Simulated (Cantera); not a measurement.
Mixture: CH4 : O2 : N2 : H2O = 1 : 4.35 : 16.3 : 0.59 (molar parts), equivalence ratio 0.46, at 3.50 bar, adiabatic and at constant pressure. Ignition delay is the time to a rise of 400 K.

Detailed kinetics in Cantera: GRI-Mech 3.0 (53 species, 325 reactions).

Question: Predict: delay at 1150 K; delay at 1250 K; delay at 1350 K; delay at 1450 K; apparent activation energy between 1400 and 1500 K.

Answer: 
| Property | Result |
|---|---|
| delay at 1150 K | 19.7 ms |
| delay at 1250 K | 5.33 ms |
| delay at 1350 K | 1.64 ms |
| delay at 1450 K | 0.569 ms |
| apparent activation energy between 1400 and 1500 K | 170 kJ/mol |
